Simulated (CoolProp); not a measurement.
n-heptane at several states: density (kg/m³) from the reference equation and from simpler models built on Tc = 541.2 K, pc = 27.74 bar, ω = 0.349; each cubic takes its own stable root.

Computed with CoolProp (reference Helmholtz-energy equation of state, Span 2003). It is a short technical equation, of lower accuracy than the large ones.

| T (K) | p (bar) | phase | reference |
|---|---|---|---|
| 269.4 | 1.95 | liquid | 703.7 |
| 242.9 | 4.27 | liquid | 725.8 |
| 569 | 130 | supercritical | 449.8 |
| 376.8 | 2.93 | liquid | 609.5 |

Question: How far does each simpler model (Redlich-Kwong, Soave-Redlich-Kwong, Peng-Robinson) lie from the reference over these 4 states: mean and median of the absolute difference, and the worst?

Answer: 
- Redlich-Kwong: mean 13.5 %, median 14.5 %, worst -15.8 % at 376.8 K and 2.93 bar
- Soave-Redlich-Kwong: mean 11.4 %, median 11.3 %, worst -12.4 % at 242.9 K and 4.27 bar
- Peng-Robinson: mean 1.1 %, median 0.9 %, worst -1.7 % at 242.9 K and 4.27 bar
